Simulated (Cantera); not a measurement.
Feed: 1 mol C₂F₆, 0.43 mol Si, at 1473 K and 31.0 mbar.

Equilibrium computed with Cantera from the NASA thermochemical tables; the gas is ideal and each condensed phase is pure. Candidate condensed phases: C, Si, SiC; 23 gas species. The feed counts by its element totals alone. Gases not in the tables: C₂F₆ and larger saturated fluorocarbons. Equilibrium is a limit: real reactors are often held back by kinetics, nucleation or transport.

Task: What is the equilibrium state?

Result: x(CF₄): 0.713
x(SiF₄): 0.287
x(CF₂): 0.000136
x(CF₃): 4.16e-5
x(F): 1.54e-5
n(C(graphite)): 0.930 mol
gas amount: 1.500 mol
log10 activity of Si(s) (absent): -25.00
